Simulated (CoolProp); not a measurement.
The numbers come from the reference Helmholtz-energy equation of state, Lemmon 2006 in CoolProp. It is a short technical equation, of lower accuracy than the large ones.

Question: For neopentane, give the phase and the Z, cp (kJ/(kg K)), cv (kJ/(kg K)), speed of sound (m/s) at 384.3 K and 2 MPa; 384.3 K and 14 MPa.

Answer: 
- 384.3 K and 2 MPa: liquid; Z 0.0962, cp 2.99, cv 2.10, speed of sound 436
- 384.3 K and 14 MPa: liquid; Z 0.607, cp 2.67, cv 2.09, speed of sound 673
